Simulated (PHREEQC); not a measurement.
# Nickel, zinc or cadmium bath

Consider water at 75 °C with 180 mmol/kgw Ni(NO3)2, 3.6 mmol/kgw H3BO3 and 2.4 mmol/kgw NiCl2. Closed to the air; pH follows from the charge balance.

Model: ion-association model, wateq4f.dat, run in PHREEQC.

No solid was allowed to form.

**Question.** Estimate the pH, activity of water.

**Answer.** pH 4.92; activity of water 0.991.

**Question.** In which forms is Cl present?

**Answer.** Cl- 91 %, NiCl+ 9.1 % of the Cl.

Species that the database lacks are ignored. At this temperature some constants are extrapolated from 25 °C, and those without enthalpy data are left unchanged.
